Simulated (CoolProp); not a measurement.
Vapour-liquid equilibrium of cyclohexane (1) + n-heptane (2) at 12.4 bar; x and y are mole fractions of (1).

The numbers come from the multi-fluid Helmholtz-energy mixture model, Zhou 2014 and Span 2003; pair parameters Bell 2016 in CoolProp.

```
x     bubble temperature, mixture model (°C)  bubble temperature, Raoult's law (°C)  y, mixture model  y, Raoult's law
----  --------------------------------------  -------------------------------------  ----------------  ---------------
0.05                                   213.0                                  213.0             0.060            0.066
0.2                                    209.9                                  209.9             0.235            0.253
0.35                                   206.9                                  206.9             0.400            0.423
0.5                                    203.9                                  203.9             0.554            0.577
0.65                                   201.0                                  201.1             0.698            0.718
0.8                                    198.3                                  198.4             0.833            0.846
0.95                                   195.7                                  195.8             0.959            0.963
```

The largest gap from Raoult's law is -0.1 K in bubble temperature, at x = 0.65. No azeotrope shows between x = 0.05 and 0.95.

Pair parameters are fitted to limited data, so mixtures are less certain than the pure fluids.
